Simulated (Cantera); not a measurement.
A perfectly stirred reactor is fed with CH4 : H2 = 1 : 4.4 (molar parts), at 14.3 Torr; it is held at 1800 K, and followed from long to short residence time.

Detailed kinetics in Cantera: GRI-Mech 3.0 (53 species, 325 reactions). GRI-Mech 3.0 stops at C3 and has no aromatics, soot or wall deposition, so with more carbon than oxygen in the feed, carbon stays in small species such as C2H2 where larger ones or solid carbon would form. Radical loss at walls, strong at low pressure, is not modelled.

```
quantity                 before     after
---------------------  --------  --------
x(CH4) at τ = 0.330 s    0.0441    0.0220
x(H2) at τ = 0.330 s      0.894     0.958
x(CH3) at τ = 0.330 s   0.00159  0.000851
x(H) at τ = 0.330 s     0.00160   0.00184
x(CH2) at τ = 0.330 s   2.36e-6   1.54e-6
x(CH4) at τ = 7.80 ms     0.169    0.0573
x(H2) at τ = 7.80 ms      0.822     0.941
x(CH3) at τ = 7.80 ms   0.00306  0.000769
x(H) at τ = 7.80 ms    0.000753  0.000629
x(CH2) at τ = 7.80 ms   2.11e-6   4.98e-7
```

Which change was made?
A) CH4 1 to 5 parts
B) H2 4.4 to 16 parts
C) temperature 1800 to 1550 K
D) H2 4.4 to 41 parts

B, H2 4.4 to 16 parts
